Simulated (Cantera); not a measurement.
An adiabatic, constant-volume homogeneous reactor starts with CH4 : H2 : O2 : N2 = 1 : 1.1 : 5.93 : 22.3 (molar parts), at 1798 K and 0.987 atm.

Computed with Cantera and GRI-Mech 3.0 (53 species, 325 reactions).

### Question
Predict: time of steepest temperature rise; temperature at 2.00 s; equilibrium temperature; x(H2) at 2.00 s; x(O2) at 2.00 s; x(H2O2) at 2.00 s; x(NO) at 2.00 s.

### Answer
time of steepest temperature rise: 26.0 µs
temperature at 2.00 s: 2662 K
equilibrium temperature: 2662 K
x(H2) at 2.00 s: 0.00296 (gas-phase equilibrium 0.00296)
x(O2) at 2.00 s: 0.0987 (gas-phase equilibrium 0.0987)
x(H2O2) at 2.00 s: 3.37e-7 (gas-phase equilibrium 3.37e-7)
x(NO) at 2.00 s: 0.0199 (gas-phase equilibrium 0.0199)
